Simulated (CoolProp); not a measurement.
Vapour pressure (kPa) of fluoroethane (R161): the reference equation beside estimates from Tc = 375.2 K, pc = 5010 kPa, ω = 0.216. Clausius-Clapeyron is anchored at 295.9 K with a constant enthalpy of vaporisation of 16.52 kJ/mol.

Computed with CoolProp (reference Helmholtz-energy equation of state, Wu 2012).

| T (K) | reference | Lee-Kesler | Clausius-Clapeyron | van der Waals | Redlich-Kwong | Soave-Redlich-Kwong | Peng-Robinson |
|---|---|---|---|---|---|---|---|
| 282.4 | 586.2 | 588.8 | 630.3 | 1439 | 784.5 | 589.5 | 584.0 |
| 289.1 | 716.2 | 719.9 | 742.0 | 1610 | 936.6 | 721.6 | 713.9 |
| 295.9 | 869.0 | 873.6 | 869.0 | 1796 | 1111 | 877.2 | 866.9 |
| 302.6 | 1042 | 1047 | 1008 | 1992 | 1304 | 1054 | 1041 |
| 309.4 | 1242 | 1249 | 1165 | 2205 | 1521 | 1258 | 1242 |
| 316.1 | 1466 | 1473 | 1335 | 2428 | 1759 | 1487 | 1468 |
| 322.8 | 1718 | 1726 | 1521 | 2665 | 2021 | 1744 | 1723 |
| 329.6 | 2005 | 2013 | 1727 | 2919 | 2312 | 2038 | 2014 |
| 336.3 | 2321 | 2330 | 1947 | 3183 | 2625 | 2360 | 2335 |
| 343.1 | 2679 | 2689 | 2189 | 3466 | 2970 | 2724 | 2698 |
| 349.8 | 3070 | 3082 | 2446 | 3760 | 3339 | 3120 | 3095 |
| 356.6 | 3512 | 3525 | 2726 | 4073 | 3742 | 3564 | 3541 |

Absolute difference from the reference over all 12 rows, mean and median: Lee-Kesler 0.4 and 0.5 %, Clausius-Clapeyron 11.0 and 10.2 %, van der Waals 68.1 and 60.4 %, Redlich-Kwong 19.4 and 18.8 %, Soave-Redlich-Kwong 1.3 and 1.5 %, Peng-Robinson 0.4 and 0.3 %.
